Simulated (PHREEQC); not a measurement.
A column of 0.1 m (40 cells, dispersivity 0.008 m, 3600 s a shift, diffusion coefficient 3e-10 m²/s) holds 0.13 eq of the database's cation exchanger X per kg of pore water, first in equilibrium with 53 mmol/kgw ZnCl2, 1.3 mmol/kgw SrCl2 and 0.01 mmol/kgw HCl. It is flushed with 82 mmol/kgw NaCl, 1.4 mmol/kgw ZnCl2 and 0.01 mmol/kgw HCl, at 15 °C. Values are for the last cell. The system is closed to CO2. Nothing may precipitate in this run.

The series has 31 steps of pore volumes, from 0 to 6.013.

Model: ion-association model, phreeqc.dat, run in PHREEQC.

Task: After how many pore volumes does Na at the outlet first reach half of its feed value?

Result: By 1.4 pore volumes.

Complexes and solids missing from the database can't appear.
